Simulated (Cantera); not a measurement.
A diamond (100) surface in a fixed gas of H2 with x(CH4) = 0.0084, x(H) = 0.016, x(CH3) = 0.00033, at 950 K; coverages are run to steady state.

Cantera simulation using the Harris–Goodwin 1993 mechanism for the reconstructed diamond (100) surface; the numbers are that mechanism's predictions, not measurements.

θ: site fractions in the mechanism's names (c6HH fully hydrogenated, c6H* and c6*H radical sites, c6** diradical, c6HM methylated).

```json
[
 {"P (Pa)": "850", "growth (µm/h)": "___", "θ c6HH": "0.632", "θ c6H*": "0.0139", "θ c6*H": "0.330", "θ c6**": "0.00658", "θ c6HM": "0.0134"},
 {"P (Pa)": "1300", "growth (µm/h)": "___", "θ c6HH": "0.632", "θ c6H*": "0.0139", "θ c6*H": "0.330", "θ c6**": "0.00658", "θ c6HM": "0.0135"},
 {"P (Pa)": "2000", "growth (µm/h)": "___", "θ c6HH": "0.632", "θ c6H*": "0.0139", "θ c6*H": "0.330", "θ c6**": "0.00658", "θ c6HM": "0.0136"},
 {"P (Pa)": "3000", "growth (µm/h)": "___", "θ c6HH": "0.632", "θ c6H*": "0.0140", "θ c6*H": "0.330", "θ c6**": "0.00658", "θ c6HM": "0.0136"},
 {"P (Pa)": "4500", "growth (µm/h)": "___", "θ c6HH": "0.632", "θ c6H*": "0.0140", "θ c6*H": "0.330", "θ c6**": "0.00659", "θ c6HM": "0.0136"},
 {"P (Pa)": "6900", "growth (µm/h)": "___", "θ c6HH": "0.632", "θ c6H*": "0.0141", "θ c6*H": "0.329", "θ c6**": "0.00660", "θ c6HM": "0.0137"},
 {"P (Pa)": "10000", "growth (µm/h)": "___", "θ c6HH": "0.632", "θ c6H*": "0.0142", "θ c6*H": "0.329", "θ c6**": "0.00661", "θ c6HM": "0.0137"},
 {"P (Pa)": "16000", "growth (µm/h)": "___", "θ c6HH": "0.632", "θ c6H*": "0.0144", "θ c6*H": "0.329", "θ c6**": "0.00663", "θ c6HM": "0.0137"}
]
```

**Question.** Some entries are withheld; supply them.

**Answer.** 
- 850, growth (µm/h): 1.12
- 1300, growth (µm/h): 1.73
- 2000, growth (µm/h): 2.67
- 3000, growth (µm/h): 4.02
- 4500, growth (µm/h): 6.05
- 6900, growth (µm/h): 9.29
- 10000, growth (µm/h): 13.5
- 16000, growth (µm/h): 21.6
